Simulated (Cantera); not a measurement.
An isothermal, constant-pressure homogeneous reactor starts with CO : O₂ : H₂O : N₂ = 0.01 : 0.0058 : 0.0037 : 1 (molar parts), equivalence ratio 0.86, at 1350 K and 0.133 bar. Integrator tolerance rtol = 1e-08.

Model: GRI-Mech 3.0 (53 species, 325 reactions), integrated in Cantera.

What does this change do: pressure from 0.133 bar to 1.00 bar?


```json
[
 {"quantity": "x(CO) at 1.00 s", "before": "0.000352 (gas-phase equilibrium 3.93e-7)", "after": "2.27e-6 (gas-phase equilibrium 1.43e-7)"},
 {"quantity": "x(O₂) at 1.00 s", "before": "0.000977 (gas-phase equilibrium 0.000770)", "after": "0.000788 (gas-phase equilibrium 0.000770)"},
 {"quantity": "x(H₂O) at 1.00 s", "before": "0.00353 (gas-phase equilibrium 0.00365)", "after": "0.00365 (gas-phase equilibrium 0.00365)"},
 {"quantity": "x(OH) at 1.00 s", "before": "4.67e-5 (gas-phase equilibrium 1.43e-6)", "after": "3.12e-6 (gas-phase equilibrium 8.64e-7)"},
 {"quantity": "x(NO) at 1.00 s", "before": "4.43e-6 (gas-phase equilibrium 3.69e-5)", "after": "2.78e-6 (gas-phase equilibrium 3.69e-5)"}
]
```

What does this change do: temperature 1350 to 950 K?


```
quantity                                             before                                     after
----------------  -----------------------------------------  ----------------------------------------
x(CO) at 1.00 s    0.000352 (gas-phase equilibrium 3.93e-7)  0.00110 (gas-phase equilibrium 9.84e-12)
x(O₂) at 1.00 s   0.000977 (gas-phase equilibrium 0.000770)  0.00137 (gas-phase equilibrium 0.000788)
x(H₂O) at 1.00 s    0.00353 (gas-phase equilibrium 0.00365)   0.00354 (gas-phase equilibrium 0.00365)
x(OH) at 1.00 s     4.67e-5 (gas-phase equilibrium 1.43e-6)   7.81e-6 (gas-phase equilibrium 3.23e-9)
x(NO) at 1.00 s     4.43e-6 (gas-phase equilibrium 3.69e-5)   1.28e-7 (gas-phase equilibrium 1.21e-6)
```
